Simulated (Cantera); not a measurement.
A closed system holds: 1 mol Si3N4, 0.012 mol CO2, 170 mol H2, at 1877 °C and 19.0 Pa.

Cantera equilibrium calculation (NASA polynomials, part measured and part estimated; ideal gas, pure solids and liquids). Candidate condensed phases: C, C6H6, C7H8, C8H18, H2O, Si, SiC, SiO2, Si2N2O, Si3N4; 151 gas species. Rates play no part.

Base state: H2 0.716, H 0.259, Si 0.0148, N2 0.00995, SiH 8.42e-5, SiO 6.35e-5, CO 5.59e-5 (mole fractions); condensed: gas only.

### Question
What changes in the equilibrium state with this change: temperature from 1877 °C to 800 °C?

### Answer
```json
[
 {"species": "H2", "before": "0.716", "after": "1.000"},
 {"species": "N2", "before": "0.00995", "after": "9.40e-5"},
 {"species": "H", "before": "0.259", "after": "1.02e-6"},
 {"species": "Si", "before": "0.0148", "after": "<1e-9"},
 {"species": "SiH", "before": "8.42e-5", "after": "<1e-9"},
 {"species": "SiO", "before": "6.35e-5", "after": "<1e-9"},
 {"species": "SiC(s), mol", "before": "0", "after": "0.0120"},
 {"species": "Si2N2O(s), mol", "before": "0", "after": "0.0240"},
 {"species": "Si3N4(s), mol", "before": "0", "after": "0.980"}
]
```
Mutual solubility and eutectic melting of coexisting phases are not modelled.

### Question
What changes in the equilibrium state with this change: pressure from 19.0 Pa to 310000 Pa?

### Answer
```tsv
species	before	after
H2	0.716	0.985
N2	0.00995	0.0116
H	0.259	0.00238
Si	0.0148	7.24e-5
SiH2	2.10e-6	0.000231
CH4	<1e-9	1.27e-5
HCN	3.32e-6	3.92e-5
CO	5.59e-5	1.30e-5
SiO	6.35e-5	0.000126
Si(l), mol	0	2.91
```
Gases not in the tables: Si2H6 and higher silanes.
